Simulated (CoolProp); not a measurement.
Vapour-liquid equilibrium of dimethyl ether (1) + R227EA (2) at 287.8 K; x and y are mole fractions of (1).

Model: multi-fluid Helmholtz-energy mixture model, Wu 2011 and Lemmon 2016; pair parameters Bell 2016, in CoolProp.

```json
[
 {"x": "0.05", "bubble pressure (bar)": "3.147", "y at the bubble point": "0.022", "dew pressure at overall composition x (bar)": "3.037", "liquid density (mol/L)": "8.667"},
 {"x": "0.125", "bubble pressure (bar)": "2.969", "y at the bubble point": "0.073", "dew pressure at overall composition x (bar)": "2.862", "liquid density (mol/L)": "9.052"},
 {"x": "0.2", "bubble pressure (bar)": "2.828", "y at the bubble point": "0.149", "dew pressure at overall composition x (bar)": "2.775", "liquid density (mol/L)": "9.442"},
 {"x": "0.275", "bubble pressure (bar)": "2.745", "y at the bubble point": "0.248", "dew pressure at overall composition x (bar)": "2.735", "liquid density (mol/L)": "9.841"},
 {"x": "0.35", "bubble pressure (bar)": "2.731", "y at the bubble point": "0.363", "dew pressure at overall composition x (bar)": "2.729", "liquid density (mol/L)": "10.25"},
 {"x": "0.425", "bubble pressure (bar)": "2.786", "y at the bubble point": "0.484", "dew pressure at overall composition x (bar)": "2.751", "liquid density (mol/L)": "10.67"},
 {"x": "0.5", "bubble pressure (bar)": "2.902", "y at the bubble point": "0.598", "dew pressure at overall composition x (bar)": "2.799", "liquid density (mol/L)": "11.11"},
 {"x": "0.575", "bubble pressure (bar)": "3.066", "y at the bubble point": "0.698", "dew pressure at overall composition x (bar)": "2.873", "liquid density (mol/L)": "11.57"},
 {"x": "0.65", "bubble pressure (bar)": "3.265", "y at the bubble point": "0.782", "dew pressure at overall composition x (bar)": "2.979", "liquid density (mol/L)": "12.05"},
 {"x": "0.725", "bubble pressure (bar)": "3.484", "y at the bubble point": "0.849", "dew pressure at overall composition x (bar)": "3.123", "liquid density (mol/L)": "12.56"},
 {"x": "0.8", "bubble pressure (bar)": "3.714", "y at the bubble point": "0.903", "dew pressure at overall composition x (bar)": "3.319", "liquid density (mol/L)": "13.10"},
 {"x": "0.875", "bubble pressure (bar)": "3.945", "y at the bubble point": "0.945", "dew pressure at overall composition x (bar)": "3.588", "liquid density (mol/L)": "13.67"},
 {"x": "0.95", "bubble pressure (bar)": "4.175", "y at the bubble point": "0.980", "dew pressure at overall composition x (bar)": "3.973", "liquid density (mol/L)": "14.28"}
]
```

y crosses x between x = 0.275 and 0.35: the model has an azeotrope there.

Pair parameters are fitted to limited data, so mixtures are less certain than the pure fluids.
